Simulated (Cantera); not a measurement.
Feed: 1 mol Cu₂O, 17 mol H₂, 99 mol N₂, held at 9.75 Torr.

Method: chemical equilibrium by Gibbs-energy minimisation in Cantera with the NASA 1993 tables (ideal gas, pure condensed phases). Candidate condensed phases: Cu, CuO, Cu(OH)₂, Cu₂O, H₂O; 27 gas species. Equilibrium is a limit: real reactors are often held back by kinetics, nucleation or transport.

Problem. At 1075 K, list the 3 most abundant gas species with their mole fractions, and the condensed phases.

Solution. N₂ 0.853, H₂ 0.138, H₂O 0.00862. Condensed: Cu(s).
